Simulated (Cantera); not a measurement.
Input: 1 mol SiO2, 0.76 mol Al2O3, 73 mol H2, held at 2125 K and 24000 Pa.

These are equilibrium values from Cantera (NASA tables, ideal gas, pure condensed phases), not measurements of a reactor. Equilibrium is a limit: real reactors are often held back by kinetics, nucleation or transport.

| species | before | after |
|---|---|---|
| H2 | 0.966 | 0.874 |
| H | 0.00728 | 0.0887 |
| H2O | 0.0135 | 0.0191 |
| SiO | 0.0135 | 0.0128 |
| Al | 1.49e-6 | 0.00250 |
| Al2O | 1.26e-7 | 0.00118 |
| AlO | 9.03e-8 | 0.000216 |
| AlH | 1.55e-7 | 0.000109 |
| O | 6.73e-8 | 3.07e-5 |
| AlO2H | 3.66e-7 | 5.88e-5 |
| AlOH | 5.86e-6 | 0.000758 |
| Al2O3(s), mol | 0.760 | 0 |
| Al2O3(l), mol | 0 | 0.526 |
Gas species are given as mole fractions.

Q: What was changed between the two runs?
(A) pressure from 24000 Pa to 133 Pa
(B) temperature from 2125 K to 2373 K
(C) temperature from 2125 K to 1498 K
(D) temperature from 2125 K to 2648 K

A: D, temperature from 2125 K to 2648 K. The tables' values for AlOH are old estimates; treat these amounts as uncertain
